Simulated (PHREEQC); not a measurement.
Silver or lead bath: speciation

Consider water at 25 °C with 0.016 mol/kgw Ag2SO4, 0.011 mol/kgw HF and 0.039 mol/kgw Cu(NO3)2. Closed to the air; pH follows from the charge balance.

Computed with PHREEQC (ion-association model, wateq4f.dat).

Each row changes one thing in this solution. No solid was allowed to form.

```
case                               pH  ionic strength (mol/kgw)  Cu+2 (mol/kgw)  HF (mol/kgw)  F- (mol/kgw)  CuF+ (mol/kgw)  SI of CuF2:2H2O (CuF2:2H2O)  SI of Tenorite (CuO)
-------------------------------  ----  ------------------------  --------------  ------------  ------------  --------------  ---------------------------  --------------------
as made                          2.64                     0.138          0.0324       0.00704       0.00284        0.000590                        -2.74                 -4.28
temperature from 25 to 35 °C     2.67                     0.137          0.0323       0.00727       0.00269        0.000599                        -2.71                   ___
HF from 0.011 to 0.0165 mol/kgw  2.53                     0.139          0.0323        0.0111       0.00355        0.000734                        -2.55                   ___
0.014 mol/kgw MnSO4 added        2.67                     0.168          0.0295       0.00678       0.00307        0.000544                        -2.75                   ___
Ag2SO4 left out                   ___                     0.119          0.0384       0.00737       0.00253        0.000653                        -2.73                   ___
```

Task: Some entries are withheld; supply them.

Result: 
- temperature from 25 to 35 °C, SI of Tenorite (CuO): -3.84
- HF from 0.011 to 0.0165 mol/kgw, SI of Tenorite (CuO): -4.48
- 0.014 mol/kgw MnSO4 added, SI of Tenorite (CuO): -4.27
- Ag2SO4 left out, pH: 2.57
- Ag2SO4 left out, SI of Tenorite (CuO): -4.31

Species that the database lacks are ignored.
